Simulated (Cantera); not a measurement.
Cantera run:

```python
import numpy as np
import cantera as ct

gas_names = """
    CL CL2 H HCL H2 Si SiCL SiCL2 SiCL3 SiCL4 SiH SiHCL3 SiH2 SiH2CL2 SiH3 SiH3CL SiH4 Si2 Si3
""".split()
cond_names = """
    Si(cr) Si(L)
""".split()


# ... load() reads the species with a 1 bar reference pressure and builds the phases ...
atoms = {
    'Si': {'Si': 1},
    'Cl2': {'CL': 2},
    'H2': {'H': 2},
}
top_T = {}  # K; cautious upper limits of use, not melting points


# ... equilibrate(T, P, feed) seeds the gas with the atoms and calls Mixture.equilibrate('TP', solver="gibbs", rtol=1e-10, max_steps=50000) ...
results = []
feed = {'Si': 1, 'Cl2': 1.4, 'H2': 13}  # mol
P = 350000  # Pa
for T in [648, 723, 798, 873, 948, 1023, 1098, 1173, 1248, 1323, 1398, 1473, 1548, 1623]:
    mix = equilibrate(T, P, feed)
    results.append((T, P, feed, dict(zip(mix.species_names, mix.species_moles))))
    x = sorted(zip(gas.X, gas.species_names), reverse=True)
    print(f"T = {T:g} K  P = {P:g} Pa  gas = {mix.phase_moles(0):.4g} mol")
    print("   x: " + "  ".join(f"{s} {v:.3e}" for v, s in x if v > 0.001))
    print("   condensed (mol): " + ("  ".join(f"{mix.phase(i).name} {mix.phase_moles(i):.4g}"
          for i in range(1, mix.n_phases) if mix.phase_moles(i) > 1e-12) or "none"))
```

It prints:

```
T = 648 K  P = 350000 Pa  gas = 13.57 mol
   x: H2 9.390e-01  SiHCL3 3.265e-02  SiCL4 2.587e-02  SiH2CL2 2.377e-03
   condensed (mol): Si(cr) 0.1729
T = 723 K  P = 350000 Pa  gas = 13.57 mol
   x: H2 9.389e-01  SiHCL3 3.180e-02  SiCL4 2.631e-02  SiH2CL2 2.665e-03
   condensed (mol): Si(cr) 0.1743
T = 798 K  P = 350000 Pa  gas = 13.58 mol
   x: H2 9.387e-01  SiHCL3 3.099e-02  SiCL4 2.666e-02  SiH2CL2 2.900e-03
   condensed (mol): Si(cr) 0.1769
T = 873 K  P = 350000 Pa  gas = 13.58 mol
   x: H2 9.380e-01  SiHCL3 3.017e-02  SiCL4 2.687e-02  SiH2CL2 3.088e-03  HCL 1.789e-03
   condensed (mol): Si(cr) 0.1817
T = 948 K  P = 350000 Pa  gas = 13.59 mol
   x: H2 9.365e-01  SiHCL3 2.927e-02  SiCL4 2.683e-02  HCL 3.867e-03  SiH2CL2 3.231e-03
   condensed (mol): Si(cr) 0.1902
T = 1023 K  P = 350000 Pa  gas = 13.61 mol
   x: H2 9.341e-01  SiHCL3 2.818e-02  SiCL4 2.644e-02  HCL 7.416e-03  SiH2CL2 3.325e-03
   condensed (mol): Si(cr) 0.2037
T = 1098 K  P = 350000 Pa  gas = 13.63 mol
   x: H2 9.301e-01  SiHCL3 2.678e-02  SiCL4 2.553e-02  HCL 1.290e-02  SiH2CL2 3.361e-03
   condensed (mol): Si(cr) 0.2234
T = 1173 K  P = 350000 Pa  gas = 13.67 mol
   x: H2 9.244e-01  SiHCL3 2.492e-02  SiCL4 2.392e-02  HCL 2.067e-02  SiH2CL2 3.324e-03  SiCL3 1.597e-03  SiCL2 1.052e-03
   condensed (mol): Si(cr) 0.2488
T = 1248 K  P = 350000 Pa  gas = 13.73 mol
   x: H2 9.166e-01  HCL 3.081e-02  SiHCL3 2.245e-02  SiCL4 2.142e-02  SiH2CL2 3.196e-03  SiCL3 2.778e-03  SiCL2 2.599e-03
   condensed (mol): Si(cr) 0.278
T = 1323 K  P = 350000 Pa  gas = 13.81 mol
   x: H2 9.069e-01  HCL 4.293e-02  SiHCL3 1.928e-02  SiCL4 1.799e-02  SiCL2 5.556e-03  SiCL3 4.275e-03  SiH2CL2 2.960e-03
   condensed (mol): Si(cr) 0.3067
T = 1398 K  P = 350000 Pa  gas = 13.91 mol
   x: H2 8.957e-01  HCL 5.607e-02  SiHCL3 1.550e-02  SiCL4 1.382e-02  SiCL2 1.034e-02  SiCL3 5.783e-03  SiH2CL2 2.612e-03
   condensed (mol): Si(cr) 0.3295
T = 1473 K  P = 350000 Pa  gas = 14.03 mol
   x: H2 8.844e-01  HCL 6.872e-02  SiCL2 1.679e-02  SiHCL3 1.147e-02  SiCL4 9.491e-03  SiCL3 6.824e-03  SiH2CL2 2.175e-03
   condensed (mol): Si(cr) 0.3425
T = 1548 K  P = 350000 Pa  gas = 14.13 mol
   x: H2 8.744e-01  HCL 7.932e-02  SiCL2 2.395e-02  SiHCL3 7.757e-03  SiCL3 7.020e-03  SiCL4 5.762e-03  SiH2CL2 1.702e-03
   condensed (mol): Si(cr) 0.3456
T = 1623 K  P = 350000 Pa  gas = 14.22 mol
   x: H2 8.668e-01  HCL 8.694e-02  SiCL2 3.051e-02  SiCL3 6.403e-03  SiHCL3 4.846e-03  SiCL4 3.137e-03  SiH2CL2 1.263e-03
   condensed (mol): Si(cr) 0.342
```

Cantera equilibrium calculation (NASA polynomials, part measured and part estimated; ideal gas, pure solids and liquids). The tables' values for SiCl3 are old estimates; treat these amounts as uncertain.
